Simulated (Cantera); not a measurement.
Input (Python, Cantera):

```python
import numpy as np
import cantera as ct

gas = ct.Solution("gri30.yaml")
gas.TPX = 2023, 1333, {'CH4': 0.047, 'H2': 1, 'H2O': 0.0011}
reactor = ct.IdealGasConstPressureReactor(gas, energy="off", clone=False)
net = ct.ReactorNet([reactor])
net.rtol, net.atol = 1e-08, 1e-18
show = ['CH4', 'H2', 'C2H4', 'C2H', 'CH3']
times = np.geomspace(0.0003, 20, 11)

steps = ct.SolutionArray(gas, extra=["t"])
rows = []
print(f"{'t/s':>10s}{'T/K':>9s}{'P/Pa':>11s}" + "".join(f"{s:>11s}" for s in show))
for t in times:
    while net.time < t:
        t_next = net.step()
        steps.append(gas.state, t=t_next)
    rows.append([np.interp(t, steps.t, y) for y in (steps.T, steps.P, *steps(*show).X.T)])
    print(f"{t:10.3e}{rows[-1][0]:9.1f}{rows[-1][1]:11.4g}" + "".join(f"{x:11.3e}" for x in rows[-1][2:]))
rate = np.gradient(steps.T, steps.t)
print("integrator steps:", len(steps.t))
if steps.T.max() > steps.T[0] + 200:
    print(f"time of steepest temperature rise: {steps.t[rate.argmax()]:.4e} s")
gas.TPX = 2023, 1333, {'CH4': 0.047, 'H2': 1, 'H2O': 0.0011}
gas.equilibrate("TP")
print(f"equilibrium (TP): T = {gas.T:.1f} K  " + "  ".join(f"{s} {gas[s].X[0]:.3e}" for s in show))
```

Output:

```
       t/s      T/K       P/Pa        CH4         H2       C2H4        C2H        CH3
 3.000e-04   2023.0       1333  4.463e-02  9.539e-01  2.332e-07  4.249e-14  2.019e-04
 9.110e-04   2023.0       1333  4.419e-02  9.535e-01  6.035e-06  1.401e-11  6.057e-04
 2.766e-03   2023.0       1333  4.260e-02  9.524e-01  9.056e-05  3.930e-09  1.762e-03
 8.400e-03   2023.0       1333  3.454e-02  9.526e-01  2.559e-04  3.055e-07  3.581e-03
 2.551e-02   2023.0       1333  1.588e-02  9.610e-01  8.652e-05  1.878e-06  2.303e-03
 7.746e-02   2023.0       1333  3.979e-03  9.660e-01  1.020e-05  3.684e-06  7.484e-04
 2.352e-01   2023.0       1333  7.416e-04  9.652e-01  2.309e-06  5.262e-06  1.831e-04
 7.143e-01   2023.0       1333  2.104e-04  9.631e-01  1.712e-06  6.442e-06  6.342e-05
 2.169e+00   2023.0       1333  5.668e-05  9.621e-01  1.579e-06  7.006e-06  1.863e-05
 6.586e+00   2023.0       1333  2.438e-05  9.620e-01  1.569e-06  7.071e-06  8.082e-06
 2.000e+01   2023.0       1333  2.405e-05  9.620e-01  1.569e-06  7.072e-06  7.973e-06
integrator steps: 1516
equilibrium (TP): T = 2023.0 K  CH4 2.410e-05  H2 9.620e-01  C2H4 1.569e-06  C2H 7.072e-06  CH3 7.989e-06
```

Model: GRI-Mech 3.0 (53 species, 325 reactions), integrated in Cantera. GRI-Mech 3.0 stops at C3 and has no aromatics, soot or wall deposition, so with more carbon than oxygen in the feed, carbon stays in small species such as C2H2 where larger ones or solid carbon would form. Radical loss at walls, strong at low pressure, is not modelled.
